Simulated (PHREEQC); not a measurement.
A solution holds 0.02 mol/kgw NaHS, at 25 °C. It is in equilibrium with CO2 at log p = -1 (atm). Otherwise closed; pH follows from the charge balance.

The numbers come from PHREEQC with the ion-association model, phreeqc.dat.

The ionic strength comes out as 0.0199 mol/kgw. What activity coefficients do CO3-2, Na+, HCO3-, NaCO3-, HS- get?

CO3-2 0.59, Na+ 0.87, HCO3- 0.87, NaCO3- 0.87, HS- 0.87.

Precipitation was switched off in this run.
